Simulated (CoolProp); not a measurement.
Octamethylcyclotetrasiloxane (D4) along the isotherm 620 K: density (kg/m³) from the reference equation and from simpler models built on Tc = 586.5 K, pc = 1.347 MPa, ω = 0.598; each cubic takes its own stable root.

Computed with CoolProp (reference Helmholtz-energy equation of state, Thol 2015).

```csv
p (MPa),phase,reference,Redlich-Kwong,Peng-Robinson
0.135,gas,7.999,8.004,8.018
0.269,gas,16.44,16.47,16.52
0.404,gas,25.54,25.60,25.71
0.539,gas,35.34,35.45,35.63
0.674,gas,45.96,46.17,46.42
0.808,gas,57.49,57.87,58.13
0.943,gas,70.33,71.01,71.18
1.08,gas,84.93,86.17,86.01
1.21,gas,100.7,102.9,101.9
1.35,supercritical,120.3,124.6,121.7
1.48,supercritical,142.0,150.4,143.3
1.62,supercritical,170.7,188.5,171.2
1.75,supercritical,204.2,237.2,202.2
1.89,supercritical,249.1,287.1,240.5
2.02,supercritical,294.6,319.4,276.6
```
